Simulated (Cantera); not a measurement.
## Thermodynamics of thermal oxidation and active oxidation of silicon, feed Si + N2O + N2 + CH4

A closed system holds: 1 mol Si, 0.013 mol N2O, 2.5 mol N2, 0.12 mol CH4, equilibrated at 10000 Pa.

These are equilibrium values from Cantera (NASA tables, ideal gas, pure condensed phases), not measurements of a reactor. Candidate condensed phases: C, C6H6, C7H8, C8H18, H2O, Si, SiC, SiO2, Si2N2O, Si3N4; 151 gas species. Mutual solubility and eutectic melting of coexisting phases are not modelled. Equilibrium is a limit: real reactors are often held back by kinetics, nucleation or transport.

```json
[
 {"T (K)": "1198", "x N2": "0.885", "x H2": "0.115", "x CO": "5.22e-7", "x SiO": "5.64e-12", "x H": "2.04e-7", "n C(graphite)": "0.120", "n Si2N2O(s)": "0.0130", "n Si3N4(s)": "0.325", "n SiC(s)": "0"},
 {"T (K)": "1273", "x N2": "0.885", "x H2": "0.115", "x CO": "3.65e-6", "x SiO": "1.77e-10", "x H": "7.64e-7", "n C(graphite)": "0.120", "n Si2N2O(s)": "0.0130", "n Si3N4(s)": "0.325", "n SiC(s)": "0"},
 {"T (K)": "1348", "x N2": "0.885", "x H2": "0.115", "x CO": "2.05e-5", "x SiO": "3.75e-9", "x H": "2.48e-6", "n C(graphite)": "0.120", "n Si2N2O(s)": "0.0130", "n Si3N4(s)": "0.325", "n SiC(s)": "0"},
 {"T (K)": "1423", "x N2": "0.885", "x H2": "0.115", "x CO": "9.59e-5", "x SiO": "5.72e-8", "x H": "7.11e-6", "n C(graphite)": "0.119", "n Si2N2O(s)": "0.0128", "n Si3N4(s)": "0.325", "n SiC(s)": "0"},
 {"T (K)": "1498", "x N2": "0.885", "x H2": "0.115", "x CO": "0.000383", "x SiO": "6.61e-7", "x H": "1.84e-5", "n C(graphite)": "0.118", "n Si2N2O(s)": "0.0122", "n Si3N4(s)": "0.325", "n SiC(s)": "0"},
 {"T (K)": "1573", "x N2": "0.888", "x H2": "0.110", "x CO": "0.000781", "x SiO": "6.00e-6", "x H": "4.27e-5", "n C(graphite)": "0", "n Si2N2O(s)": "0.0113", "n Si3N4(s)": "0.287", "n SiC(s)": "0.118"},
 {"T (K)": "1648", "x N2": "0.888", "x H2": "0.110", "x CO": "0.00133", "x SiO": "4.44e-5", "x H": "9.36e-5", "n C(graphite)": "0", "n Si2N2O(s)": "0.0100", "n Si3N4(s)": "0.288", "n SiC(s)": "0.116"},
 {"T (K)": "1723", "x N2": "0.887", "x H2": "0.110", "x CO": "0.00218", "x SiO": "0.000275", "x H": "0.000192", "n C(graphite)": "0", "n Si2N2O(s)": "0.00768", "n Si3N4(s)": "0.290", "n SiC(s)": "0.115"},
 {"T (K)": "1798", "x N2": "0.884", "x H2": "0.110", "x CO": "0.00340", "x SiO": "0.00146", "x H": "0.000369", "n C(graphite)": "0", "n Si2N2O(s)": "0.00243", "n Si3N4(s)": "0.293", "n SiC(s)": "0.112"}
]
```
x: gas mole fraction; n: condensed amount in mol.

From 1198 K to 1498 K the condensed part is C(graphite) + Si2N2O(s) + Si3N4(s). From 1573 K to 1798 K the condensed part is SiC(s) + Si2N2O(s) + Si3N4(s).
